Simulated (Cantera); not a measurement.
Charge: 1 mol CCl₄, a varied amount of F₂, 3.5 mol H₂, 0.042 mol Si, held at 625 °C and 7.50 Torr.

Cantera equilibrium calculation (NASA polynomials, part measured and part estimated; ideal gas, pure solids and liquids). Candidate condensed phases: C, C₆H₆, C₇H₈, C₈H₁₈, Si, SiC; 143 gas species. Condensed phases not in the tables: fluorocarbon polymer. Gases not in the tables: C₂F₆ and larger saturated fluorocarbons. Kinetics and transport are ignored.

log p: log10 of the partial pressure in bar; n: condensed amount in mol.

```tsv
n(F₂) (mol)	log p HCl	log p HF	log p H₂	log p CF₄	log p Cl₂	n C(graphite)
0.37	-2.16	-3.01	-2.68	<-14	-13.29	0.999
0.44	-2.17	-2.92	-2.71	<-14	-13.27	0.999
0.52	-2.17	-2.84	-2.75	<-14	-13.25	0.999
0.62	-2.18	-2.75	-2.80	<-14	-13.21	1.000
0.73	-2.19	-2.68	-2.86	<-14	-13.17	1.000
0.86	-2.20	-2.61	-2.94	<-14	-13.10	1.000
1	-2.21	-2.55	-3.04	<-14	-13.02	1.000
1.2	-2.22	-2.47	-3.24	<-14	-12.85	1.000
1.4	-2.23	-2.42	[?]	<-14	[?]	1.000
1.7	-2.26	-2.37	-11.79	-4.23	-4.37	0.957
2	-2.27	-2.37	-12.10	-3.62	-4.10	0.821
2.3	-2.29	-2.37	[?]	[?]	[?]	[?]
2.8	-2.31	-2.38	-12.36	-3.14	-3.90	0.440
```

Task: What belongs in the gaps?

Result: 
- 2.3, log p H₂: -12.23
- 2.3, log p CF₄: -3.37
- 2.3, log p Cl₂: -3.99
- 2.3, n C(graphite): 0.680
- 1.4, log p H₂: -3.57
- 1.4, log p Cl₂: -12.54
